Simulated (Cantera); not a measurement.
An isothermal, constant-pressure homogeneous reactor starts with 30.1 % H2, 69.9 % O2, equivalence ratio 0.21, at 1150 K and 0.0300 bar.

Model: the H2/O2 subset of GRI-Mech 3.0, which has no nitrogen chemistry, integrated in Cantera. Radical loss at walls, strong at low pressure, is not modelled. The temperature is held fixed by assumption; the heat of reaction is taken as removed at once.

x: mole fraction; the columns are a selection and need not sum to one.

| t (s) | x H2 | x O2 | x H | x HO2 | x OH |
|---|---|---|---|---|---|
| 1.00e-5 | 0.301 | 0.699 | 1.52e-9 | 1.62e-9 | 1.52e-10 |
| 3.03e-5 | 0.301 | 0.699 | (withheld) | (withheld) | 9.19e-10 |
| 9.20e-5 | 0.301 | 0.699 | 4.62e-8 | 1.53e-8 | 9.76e-9 |
| 0.000279 | 0.301 | 0.699 | (withheld) | (withheld) | (withheld) |
| 0.000847 | 0.0245 | 0.567 | 0.112 | 2.48e-5 | 0.0117 |
| 0.00257 | 0.00813 | 0.620 | 0.0230 | 3.10e-5 | 0.00722 |
| 0.00779 | 0.000770 | 0.644 | 0.000543 | 1.72e-5 | 0.00204 |
| 0.0236 | 5.98e-5 | 0.646 | 1.22e-5 | 3.32e-6 | 0.000576 |
| 0.0717 | 7.71e-6 | 0.646 | 6.62e-7 | 6.02e-7 | 0.000219 |
| 0.217 | 1.51e-6 | 0.646 | 6.44e-8 | 1.40e-7 | 0.000101 |
| 0.659 | 3.74e-7 | 0.646 | 8.51e-9 | 4.01e-8 | 5.14e-5 |
| 2.00 | 1.06e-7 | 0.646 | 1.33e-9 | 1.54e-8 | 2.77e-5 |

### Question
What belongs in the gaps?

### Answer

- 3.03e-5, x H: 5.38e-9
- 3.03e-5, x HO2: 4.93e-9
- 0.000279, x H: 1.12e-5
- 0.000279, x HO2: 1.57e-7
- 0.000279, x OH: 2.42e-6
